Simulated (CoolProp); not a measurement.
Saturation properties of octamethylcyclotetrasiloxane (D4) (Tc = 586.5 K, pc = 13.47 bar, ω = 0.598).

Computed with CoolProp (reference Helmholtz-energy equation of state, Thol 2015).

```json
[
 {"T (K)": "383.1", "p (bar)": "0.1299", "liquid density (kg/m³)": "851.0", "vapour density (kg/m³)": "1.230", "enthalpy of vaporisation (kJ/kg)": "155.2", "surface tension (mN/m)": "11.8"},
 {"T (K)": "393.7", "p (bar)": "0.1923", "liquid density (kg/m³)": "837.9", "vapour density (kg/m³)": "1.782", "enthalpy of vaporisation (kJ/kg)": "151.4", "surface tension (mN/m)": "11.1"},
 {"T (K)": "404.3", "p (bar)": "0.2772", "liquid density (kg/m³)": "824.6", "vapour density (kg/m³)": "2.520", "enthalpy of vaporisation (kJ/kg)": "147.6", "surface tension (mN/m)": "10.4"},
 {"T (K)": "414.9", "p (bar)": "0.3899", "liquid density (kg/m³)": "811.1", "vapour density (kg/m³)": "3.485", "enthalpy of vaporisation (kJ/kg)": "143.8", "surface tension (mN/m)": "9.63"},
 {"T (K)": "425.5", "p (bar)": "0.5364", "liquid density (kg/m³)": "797.2", "vapour density (kg/m³)": "4.725", "enthalpy of vaporisation (kJ/kg)": "139.9", "surface tension (mN/m)": "8.92"},
 {"T (K)": "436.1", "p (bar)": "0.7234", "liquid density (kg/m³)": "783.0", "vapour density (kg/m³)": "6.296", "enthalpy of vaporisation (kJ/kg)": "135.9", "surface tension (mN/m)": "8.22"},
 {"T (K)": "446.7", "p (bar)": "0.9581", "liquid density (kg/m³)": "768.4", "vapour density (kg/m³)": "8.262", "enthalpy of vaporisation (kJ/kg)": "131.7", "surface tension (mN/m)": "7.52"},
 {"T (K)": "457.3", "p (bar)": "1.248", "liquid density (kg/m³)": "753.4", "vapour density (kg/m³)": "10.70", "enthalpy of vaporisation (kJ/kg)": "127.5", "surface tension (mN/m)": "6.84"},
 {"T (K)": "467.9", "p (bar)": "1.602", "liquid density (kg/m³)": "737.8", "vapour density (kg/m³)": "13.69", "enthalpy of vaporisation (kJ/kg)": "123.1", "surface tension (mN/m)": "6.17"},
 {"T (K)": "478.5", "p (bar)": "2.029", "liquid density (kg/m³)": "721.7", "vapour density (kg/m³)": "17.34", "enthalpy of vaporisation (kJ/kg)": "118.5", "surface tension (mN/m)": "5.51"},
 {"T (K)": "489.1", "p (bar)": "2.538", "liquid density (kg/m³)": "704.7", "vapour density (kg/m³)": "21.80", "enthalpy of vaporisation (kJ/kg)": "113.6", "surface tension (mN/m)": "4.86"},
 {"T (K)": "499.6", "p (bar)": "3.134", "liquid density (kg/m³)": "687.1", "vapour density (kg/m³)": "27.16", "enthalpy of vaporisation (kJ/kg)": "108.5", "surface tension (mN/m)": "4.24"},
 {"T (K)": "510.2", "p (bar)": "3.839", "liquid density (kg/m³)": "668.2", "vapour density (kg/m³)": "33.75", "enthalpy of vaporisation (kJ/kg)": "103.0", "surface tension (mN/m)": "3.62"}
]
```

It boils at 448.9 K under 1 atm.

Surface tension comes from a separate correlation (Mulero 2014), older than this fluid's equation and unchecked against measurements.
